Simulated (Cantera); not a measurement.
BN + HF + N2 + F2 (nitride etching)

Charge: 1 mol BN, 1 mol HF, 1.4 mol N2, a varied amount of F2, at 577 °C and 13.3 mbar.

Equilibrium computed with Cantera from the NASA thermochemical tables; the gas is ideal and each condensed phase is pure. Candidate condensed phases: B, BN; 31 gas species. The numbers say what is thermodynamically allowed, not how fast it happens.

```csv
n(F2) (mol),x F2,x N2,x BF3,x HF,x F,x NF3
1.7,0.0339,0.457,0.241,0.241,0.0274,0.000360
2.1,0.104,0.412,0.217,0.217,0.0478,0.00183
2.6,0.177,0.368,0.195,0.195,0.0625,0.00385
3.3,0.259,0.320,0.170,0.170,0.0755,0.00634
4.1,0.331,0.278,0.149,0.149,0.0854,0.00855
5.2,0.406,0.236,0.127,0.127,0.0946,0.0107
6.5,0.471,0.199,0.108,0.108,0.102,0.0123
8.2,0.532,0.165,0.0905,0.0905,0.108,0.0134
```
x: gas mole fraction; nothing condenses.

From 1.7 mol F2 to 8.2 mol F2 nothing is condensed. The main B-bearing gas is BF3 throughout.
